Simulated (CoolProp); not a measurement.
Vapour pressure (MPa) of carbon monoxide: the reference equation beside estimates from Tc = -140.3 °C, pc = 3.498 MPa, ω = 0.050.

Values from CoolProp's reference Helmholtz-energy equation of state, Lemmon 2006. It is a short technical equation, of lower accuracy than the large ones.

```json
[
 {"T (°C)": "-178.55", "reference": "0.3566", "Lee-Kesler": "0.3571", "van der Waals": "0.7645", "Redlich-Kwong": "0.3526", "Peng-Robinson": "0.3578"},
 {"T (°C)": "-175.95", "reference": "0.4398", "Lee-Kesler": "0.4404", "van der Waals": "0.8751", "Redlich-Kwong": "0.4392", "Peng-Robinson": "0.4409"},
 {"T (°C)": "-173.25", "reference": "0.5404", "Lee-Kesler": "0.5409", "van der Waals": "1.000", "Redlich-Kwong": "0.5442", "Peng-Robinson": "0.5413"},
 {"T (°C)": "-170.55", "reference": "0.6566", "Lee-Kesler": "0.6570", "van der Waals": "1.137", "Redlich-Kwong": "0.6656", "Peng-Robinson": "0.6576"},
 {"T (°C)": "-167.95", "reference": "0.7846", "Lee-Kesler": "0.7847", "van der Waals": "?", "Redlich-Kwong": "0.7993", "Peng-Robinson": "?"},
 {"T (°C)": "-165.25", "reference": "0.9356", "Lee-Kesler": "?", "van der Waals": "1.437", "Redlich-Kwong": "0.9566", "Peng-Robinson": "0.9374"},
 {"T (°C)": "-162.65", "reference": "1.100", "Lee-Kesler": "1.098", "van der Waals": "1.601", "Redlich-Kwong": "1.127", "Peng-Robinson": "1.102"},
 {"T (°C)": "-159.95", "reference": "?", "Lee-Kesler": "1.289", "van der Waals": "1.784", "Redlich-Kwong": "1.325", "Peng-Robinson": "1.295"},
 {"T (°C)": "-157.25", "reference": "1.505", "Lee-Kesler": "1.502", "van der Waals": "1.978", "Redlich-Kwong": "1.545", "Peng-Robinson": "1.510"},
 {"T (°C)": "-154.65", "reference": "1.734", "Lee-Kesler": "1.730", "van der Waals": "2.178", "Redlich-Kwong": "1.779", "Peng-Robinson": "1.741"},
 {"T (°C)": "-151.95", "reference": "1.997", "Lee-Kesler": "?", "van der Waals": "?", "Redlich-Kwong": "2.045", "Peng-Robinson": "2.007"},
 {"T (°C)": "-149.25", "reference": "2.288", "Lee-Kesler": "2.285", "van der Waals": "2.630", "Redlich-Kwong": "2.337", "Peng-Robinson": "2.301"},
 {"T (°C)": "-146.65", "reference": "2.598", "Lee-Kesler": "2.596", "van der Waals": "2.866", "Redlich-Kwong": "2.643", "Peng-Robinson": "2.612"}
]
```

### Question
What belongs in the gaps?

### Answer

- -167.95, van der Waals: 1.279
- -167.95, Peng-Robinson: 0.7859
- -165.25, Lee-Kesler: 0.9351
- -159.95, reference: 1.291
- -151.95, Lee-Kesler: 1.993
- -151.95, van der Waals: 2.397

Absolute difference from the reference over all 13 rows, mean and median: Lee-Kesler 0.1 and 0.1 %, van der Waals 51.9 and 45.5 %, Redlich-Kwong 1.9 and 2.1 %, Peng-Robinson 0.3 and 0.3 %.
